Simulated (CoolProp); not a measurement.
The fluid at 293.15 K and 15.4 MPa is compressed adiabatically to 90 MPa with isentropic efficiency 0.75. The same conditions are run with several fluids, on thermodynamics alone (safety and materials aside).

The numbers come from the reference Helmholtz-energy equation of state of each fluid (methane: Setzmann 1991; nitrogen: Span 2000; ethylene: Smukala 2000) in CoolProp.

```csv
fluid,work (kJ/kg),final temperature (K),final density (kg/m³)
methane,[?],[?],[?]
nitrogen,[?],552.6,[?]
ethylene,224,[?],466
```

Question: Fill in the missing entries.

Answer: 
- methane, work (kJ/kg): 487
- methane, final temperature (K): 461.8
- methane, final density (kg/m³): 247
- nitrogen, work (kJ/kg): 338
- nitrogen, final density (kg/m³): 360
- ethylene, final temperature (K): 369.9
